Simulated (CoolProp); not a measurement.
Ethylene along the isobar 55.5 bar: fugacity coefficient from the reference equation and from simpler models built on Tc = 9.2 °C, pc = 50.42 bar, ω = 0.087; each cubic takes its own stable root.

The numbers come from the reference Helmholtz-energy equation of state, Smukala 2000 in CoolProp.

```
T (°C)           phase  reference  van der Waals  Redlich-Kwong  Peng-Robinson
-------  -------------  ---------  -------------  -------------  -------------
-116.45         liquid   0.009709        0.06234       0.009473       0.009850
-102.25         liquid    0.02328        0.09915        0.02404        0.02329
-88.15          liquid    0.04738         0.1459        0.05040        0.04704
-74.05          liquid    0.08535         0.2023        0.09193        0.08441
-59.95          liquid     0.1395         0.2674         0.1505         0.1378
-45.85          liquid     0.2110         0.3399         0.2262         0.2081
-31.75          liquid     0.2991         0.4177         0.3170         0.2946
-17.65          liquid     0.4014         0.4988         0.4191         0.3944
-3.55           liquid     0.5134         0.5802         0.5266         0.5020
10.55    supercritical     0.6265         0.6572         0.6292         0.6066
24.65    supercritical     0.6965         0.7115         0.6936         0.6719
38.85    supercritical     0.7410         0.7470         0.7361         0.7160
52.95    supercritical     0.7762         0.7755         0.7701         0.7517
67.05    supercritical     0.8053         0.7996         0.7983         0.7818
81.15    supercritical     0.8298         0.8202         0.8223         0.8075
95.25    supercritical     0.8508         0.8381         0.8429         0.8297
```
